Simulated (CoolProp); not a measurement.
A closed Brayton cycle with carbon dioxide: compressor inlet 326.15 K and 9.5 MPa, high pressure 17.9 MPa, turbine inlet 970 K, compressor efficiency 0.85, turbine efficiency 0.85, recuperator effectiveness 0 (on enthalpy, no pinch check). Each further row changes one setting.

Computed with CoolProp (reference Helmholtz-energy equation of state, Span 1996).

```tsv
case	thermal efficiency (%)	net work (kJ/kg)	compressor to turbine work	compressor exit (K)	turbine exit (K)
as stated	8.9	69.5	0.28	373.0	889.2
turbine inlet 920 K	8.9	64.2	0.29	373.0	(withheld)
compressor inlet 336.15 K	8.6	(withheld)	0.33	389.2	889.2
high pressure 15.2 MPa	6.7	(withheld)	0.27	(withheld)	909.6
recuperator effectiveness 0.5	14.7	69.5	0.28	373.0	889.2
```

Problem. What belongs in the gaps?

Solution. 
- turbine inlet 920 K, turbine exit (K): 841.9
- compressor inlet 336.15 K, net work (kJ/kg): 64.4
- high pressure 15.2 MPa, net work (kJ/kg): 53.1
- high pressure 15.2 MPa, compressor exit (K): 360.8
